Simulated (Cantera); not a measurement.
An isothermal, constant-pressure homogeneous reactor starts with NO : N2 = 1 : 0.27 (molar parts), at 1550 K and 0.207 atm.

Cantera simulation using GRI-Mech 3.0 (53 species, 325 reactions); the numbers are that mechanism's predictions, not measurements.

x: mole fraction; the columns are a selection and need not sum to one.

```csv
t (s),x NO,x N2,x O,x N2O,x NO2,x O2
1.00e-6,0.787,0.213,2.23e-9,2.23e-9,7.98e-12,<1e-12
7.50e-6,0.787,0.213,1.63e-8,1.68e-8,4.39e-10,<1e-12
5.62e-5,0.787,0.213,1.04e-7,1.26e-7,2.19e-8,4.77e-11
0.000422,0.787,0.213,3.04e-7,9.40e-7,6.40e-7,1.60e-9
0.00316,0.787,0.213,(withheld),(withheld),(withheld),(withheld)
0.0237,0.787,0.213,6.10e-7,4.68e-5,5.40e-5,2.43e-6
0.178,0.787,0.213,1.34e-6,0.000177,0.000217,0.000201
1.33,0.781,0.215,1.68e-6,0.000205,0.000286,0.00273
10.0,0.744,(withheld),(withheld),(withheld),(withheld),(withheld)
```

Question: Complete the blanks.

Answer: 
- 0.00316, x O: 3.56e-7
- 0.00316, x N2O: 6.95e-6
- 0.00316, x NO2: 6.78e-6
- 0.00316, x O2: 3.98e-8
- 10.0, x N2: 0.234
- 10.0, x O: 2.91e-6
- 10.0, x N2O: 0.000184
- 10.0, x NO2: 0.000522
- 10.0, x O2: 0.0210
